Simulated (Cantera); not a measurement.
A freely propagating, adiabatic, planar premixed flame of 32.9 % H₂, 13.7 % O₂, 53.3 % N₂, equivalence ratio 1.2, unburnt at 575 K and 1650 Torr; mixture-averaged transport, grid criteria slope 0.08 and curve 0.16, no radiation.

Computed with Cantera and the H2/O2 subset of GRI-Mech 3.0, which has no nitrogen chemistry. The hydrogen kinetics of GRI-Mech 3.0 are dated; newer H2 mechanisms differ, most at raised pressure. Burning velocities carry a grid error of a few per cent, more on coarse grids.

### Question
Predict: laminar burning velocity; thermal thickness; peak x(H); peak x(HO₂); peak x(OH); peak x(H₂O₂).

### Answer
| Property | Result |
|---|---|
| laminar burning velocity | 770 cm/s |
| thermal thickness | 0.166 mm |
| peak x(H) | 0.0586 |
| peak x(HO₂) | 0.000547 |
| peak x(OH) | 0.0158 |
| peak x(H₂O₂) | 3.58e-5 |
